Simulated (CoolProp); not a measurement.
Hexamethyldisiloxane (MM) along the isobar 9.56 MPa: Z from the reference equation and from simpler models built on Tc = 518.7 K, pc = 1.931 MPa, ω = 0.418; each cubic takes its own stable root.

Model: reference Helmholtz-energy equation of state, Thol 2016, in CoolProp.

```tsv
T (K)	phase	reference
367.3	liquid	0.7198
393.5	liquid	0.6980
419.7	liquid	0.6817
446	liquid	0.6705
472.2	liquid	0.6643
498.4	liquid	0.6631
524.7	supercritical	0.6673
550.9	supercritical	0.6770
577.1	supercritical	0.6928
603.3	supercritical	0.7148
```

Question: How far does each simpler model (van der Waals, Redlich-Kwong) lie from the reference over these 10 states: mean and median of the absolute difference, and the worst?

Answer: 
- van der Waals: mean 38.0 %, median 39.5 %, worst +52.7 % at 367.3 K and 9.56 MPa
- Redlich-Kwong: mean 5.8 %, median 6.4 %, worst +8.9 % at 367.3 K and 9.56 MPa
